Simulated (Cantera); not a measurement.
Input: 1 mol SiH2Cl2, 0.54 mol O3, 1.3 mol H2, at 798.15 K and 10.0 mbar.

Equilibrium computed with Cantera from the NASA thermochemical tables; the gas is ideal and each condensed phase is pure. Candidate condensed phases: H2O, Si, SiO2; 30 gas species. Rates play no part.

Base state: H2 0.540, HCl 0.399, SiCl4 0.0610, SiHCl3 7.29e-5 (mole fractions); condensed: SiO2(α-quartz).

What changes in the equilibrium state with this change: SiH2Cl2 replaced by TEOS?


```json
[
 {"species": "H2", "before": "0.540", "after": "0.762"},
 {"species": "CO", "before": "0", "after": "0.168"},
 {"species": "H2O", "before": "1.92e-8", "after": "0.0315"},
 {"species": "HCl", "before": "0.399", "after": "0"},
 {"species": "SiCl4", "before": "0.0610", "after": "0"},
 {"species": "CO2", "before": "0", "after": "0.0298"},
 {"species": "CH4", "before": "0", "after": "0.00805"},
 {"species": "SiHCl3", "before": "7.29e-5", "after": "0"},
 {"species": "SiO2(α-quartz), mol", "before": "0.810", "after": "1.00"},
 {"species": "C(graphite), mol", "before": "0", "after": "5.12"}
]
```
The feed counts by its element totals alone. Further candidate phases: C, C6H6, C7H8, C8H18, SiC.
